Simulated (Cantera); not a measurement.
Thermodynamics of silicon nitride deposition, feed SiH2Cl2 + N2

A closed system holds: 1 mol SiH2Cl2, 21 mol N2, held at 0.0960 bar.

These are equilibrium values from Cantera (NASA tables, ideal gas, pure condensed phases), not measurements of a reactor. Candidate condensed phases: NH4Cl, Si, Si3N4; 28 gas species. The tables' values for SiCl, SiCl3, SiN are old estimates; treat these amounts as uncertain. Kinetics and transport are ignored.

```tsv
T (K)	x N2	x H2	x SiCl2	x HCl	x Si	x H	n Si3N4(s)	n Si(l)
1873	0.912	0.0305	0.0297	0.0264	4.26e-5	0.000364	0.102	0
1898	0.912	0.0314	0.0307	0.0245	7.59e-5	0.000447	0.0944	0
1923	0.912	0.0322	0.0316	0.0227	0.000133	0.000545	0.0866	0
1948	0.912	0.0329	0.0325	0.0210	0.000231	0.000662	0.0787	0
1973	0.912	0.0327	0.0323	0.0207	0.000329	0.000787	0	0.231
1998	0.912	0.0325	0.0321	0.0209	0.000443	0.000934	0	0.229
2023	0.911	0.0323	0.0320	0.0210	0.000593	0.00110	0	0.227
2048	0.911	0.0321	0.0318	0.0212	0.000787	0.00130	0	0.223
2073	0.911	0.0319	0.0316	0.0214	0.00104	0.00152	0	0.217
2098	0.910	0.0317	0.0314	0.0215	0.00136	0.00177	0	0.209
2123	0.909	0.0314	0.0311	0.0216	0.00177	0.00205	0	0.199
2148	0.908	0.0312	0.0309	0.0217	0.00229	0.00237	0	0.186
2173	0.907	0.0309	0.0306	0.0218	0.00295	0.00274	0	0.168
```
x: gas mole fraction; n: condensed amount in mol.

From 1873 K to 1948 K the condensed part is Si3N4(s). From 1973 K to 2173 K the condensed part is Si(l). The main Si-bearing gas is SiCl2 throughout. The share of Si in condensed phases is highest at 1873 K (30.7 %) and lowest at 2173 K (16.8 %).
